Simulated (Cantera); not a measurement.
A closed system holds: 1 mol Si₃H₈, 2.7 mol HCl, 12 mol N₂, held at 1400 °C and 1.30 bar.

Method: chemical equilibrium by Gibbs-energy minimisation in Cantera with the NASA 1993 tables (ideal gas, pure condensed phases). Candidate condensed phases: NH₄Cl, Si, Si₃N₄; 28 gas species. The feed counts by its element totals alone. The tables' values for SiCl₃ are old estimates; treat these amounts as uncertain. Rates play no part.

Base state: N₂ 0.601, H₂ 0.246, HCl 0.147, SiCl₂ 0.00370, SiCl₃ 0.00115, SiCl₄ 0.000747, SiHCl₃ 0.000225, H 4.95e-5 (mole fractions); condensed: Si₃N₄(s).

What changes in the equilibrium state with this change: HCl from 2.7 to 0.3 mol?


| species | before | after |
|---|---|---|
| N₂ | 0.601 | 0.699 |
| H₂ | 0.246 | 0.280 |
| HCl | 0.147 | 0.0208 |
| SiCl₂ | 0.00370 | 5.95e-5 |
| SiCl₄ | 0.000747 | 2.13e-7 |
| SiCl₃ | 0.00115 | 2.46e-6 |
| SiHCl₃ | 0.000225 | 5.13e-7 |
| SiH₂Cl₂ | 1.17e-5 | 2.13e-7 |
| Si₃N₄(s), mol | 0.967 | 1.000 |

What changes in the equilibrium state with this change: temperature from 1400 °C to 725 °C?


```csv
species,before,after
N₂,0.601,0.602
H₂,0.246,0.247
HCl,0.147,0.147
SiCl₂,0.00370,1.06e-8
SiCl₄,0.000747,0.00359
SiCl₃,0.00115,1.25e-6
H,4.95e-5,<1e-9
Cl,2.31e-5,<1e-9
SiH₂Cl₂,1.17e-5,5.21e-8
NH₃,4.78e-6,7.30e-5
"Si₃N₄(s), mol",0.967,0.980
```
N₂ is the only nitrogen source here; it is nearly inert below about 1500 K, so the nitride shown seldom forms there in practice.
